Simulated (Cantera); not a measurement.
An adiabatic, constant-volume homogeneous reactor starts with 11.7 % CH4, 0.981 % CO, 18.3 % O2, 69.0 % N2, equivalence ratio 1.3, at 1775 K and 5.00 bar.

Cantera simulation using GRI-Mech 3.0 (53 species, 325 reactions); the numbers are that mechanism's predictions, not measurements. Above 3000 K some thermodynamic fits are extrapolated.

**Question.** Predict: time of steepest temperature rise; temperature at 4.00 s; equilibrium temperature; x(CO) at 4.00 s; x(O2) at 4.00 s; x(H2O2) at 4.00 s.

**Answer.** 
```json
{
 "time_of_steepest_temperature_rise": "33.4 µs",
 "temperature at 4.00 s": "3171 K",
 "equilibrium_temperature": "3171 K",
 "x(CO) at 4.00 s": "0.0825 (gas-phase equilibrium 0.0825)",
 "x(O2) at 4.00 s": "0.00620 (gas-phase equilibrium 0.00620)",
 "x(H2O2) at 4.00 s": "8.03e-7 (gas-phase equilibrium 8.03e-7)"
}
```
